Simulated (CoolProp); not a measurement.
Vapour-liquid equilibrium of cyclohexane (1) + o-xylene (2) at 180.05 °C; x and y are mole fractions of (1).

Values from CoolProp's multi-fluid Helmholtz-energy mixture model, Zhou 2014 and Zhou 2012; pair parameters Bell 2016.

```json
[
 {"x": "0.05", "bubble pressure (MPa)": "0.2845", "y at the bubble point": "0.188", "dew pressure at overall composition x (MPa)": "0.2498", "liquid density (mol/L)": "6.923"},
 {"x": "0.2", "bubble pressure (MPa)": "0.4129", "y at the bubble point": "0.504", "dew pressure at overall composition x (MPa)": "0.2881", "liquid density (mol/L)": "6.964"},
 {"x": "0.35", "bubble pressure (MPa)": "0.5293", "y at the bubble point": "0.667", "dew pressure at overall composition x (MPa)": "0.3392", "liquid density (mol/L)": "7.003"},
 {"x": "0.5", "bubble pressure (MPa)": "0.6355", "y at the bubble point": "0.770", "dew pressure at overall composition x (MPa)": "0.4105", "liquid density (mol/L)": "7.041"},
 {"x": "0.65", "bubble pressure (MPa)": "0.7353", "y at the bubble point": "0.848", "dew pressure at overall composition x (MPa)": "0.5148", "liquid density (mol/L)": "7.081"},
 {"x": "0.8", "bubble pressure (MPa)": "0.8330", "y at the bubble point": "0.915", "dew pressure at overall composition x (MPa)": "0.6714", "liquid density (mol/L)": "7.125"},
 {"x": "0.95", "bubble pressure (MPa)": "0.9328", "y at the bubble point": "0.978", "dew pressure at overall composition x (MPa)": "0.8879", "liquid density (mol/L)": "7.177"}
]
```

No azeotrope shows between x = 0.05 and 0.95.

Pair parameters are fitted to limited data, so mixtures are less certain than the pure fluids.
